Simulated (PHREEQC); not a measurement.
Make-up at 25 °C: 130 mmol/kgw HCl, 7 mmol/kgw AlCl3 and 0.034 mmol/kgw MnSO4. Closed to the air; pH follows from the charge balance.

Computed with PHREEQC (ion-association model, wateq4f.dat).

Each row changes one thing in this solution. Precipitation was switched off in this run.

| case | pH | HSO4- (mol/kgw) | AlSO4+ (mol/kgw) | SO4-2 (mol/kgw) | AlOH+2 (mol/kgw) | AlHSO4+2 (mol/kgw) | SI of Gibbsite (Al(OH)3) | SI of Boehmite (AlOOH) |
|---|---|---|---|---|---|---|---|---|
| as made | 0.98 | 2.20e-5 | 6.68e-6 | 5.18e-6 | 2.84e-7 | 1.42e-7 | -8.18 | -8.66 |
| MnSO4 replaced by CuSO4 at the same molality | 0.98 | 2.20e-5 | 6.68e-6 | 5.18e-6 | 2.84e-7 | 1.42e-7 | -8.18 | -8.66 |
| MnSO4 from 3.4e-05 to 5.1e-05 mol/kgw | 0.98 | 3.30e-5 | 1.00e-5 | 7.78e-6 | 2.84e-7 | 2.13e-7 | -8.18 | -8.66 |
| HCl from 0.13 to 0.26 mol/kgw | 0.69 | 2.68e-5 | 3.28e-6 | 3.79e-6 | 1.37e-7 | 1.43e-7 | -9.16 | -9.63 |
| 0.0017 mol/kgw KOH added | 0.99 | 2.19e-5 | 6.74e-6 | 5.22e-6 | 2.88e-7 | 1.42e-7 | -8.17 | -8.64 |

Species that the database lacks are ignored.
